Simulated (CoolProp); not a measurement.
Vapour-liquid equilibrium of R125 (1) + R134a (2) at 285.9 K; x and y are mole fractions of (1).

Model: multi-fluid Helmholtz-energy mixture model, Lemmon 2005 and Tillner-Roth 1994; pair parameters Lemmon 2004, in CoolProp.

| x | bubble pressure, mixture model (bar) | bubble pressure, Raoult's law (bar) | y, mixture model | y, Raoult's law |
|---|---|---|---|---|
| 0.05 | (withheld) | 4.805 | 0.097 | 0.102 |
| 0.15 | 5.358 | 5.336 | 0.261 | 0.277 |
| 0.25 | 5.893 | 5.866 | 0.396 | 0.419 |
| 0.35 | (withheld) | 6.396 | 0.510 | 0.539 |
| 0.45 | 6.944 | 6.926 | 0.608 | 0.639 |
| 0.55 | 7.466 | 7.456 | (withheld) | 0.726 |
| 0.65 | 7.987 | 7.986 | 0.772 | 0.801 |
| 0.75 | (withheld) | 8.516 | 0.843 | 0.867 |
| 0.85 | 9.037 | 9.046 | 0.909 | 0.925 |
| 0.95 | 9.571 | 9.576 | 0.970 | 0.976 |

Q: Some entries are withheld; supply them.

A: 
- 0.05, bubble pressure, mixture model (bar): 4.815
- 0.35, bubble pressure, mixture model (bar): 6.421
- 0.55, y, mixture model: 0.695
- 0.75, bubble pressure, mixture model (bar): 8.510

The largest gap from Raoult's law is +0.5 % in bubble pressure, at x = 0.25. No azeotrope shows between x = 0.05 and 0.95.

Pair parameters are fitted to limited data, so mixtures are less certain than the pure fluids.
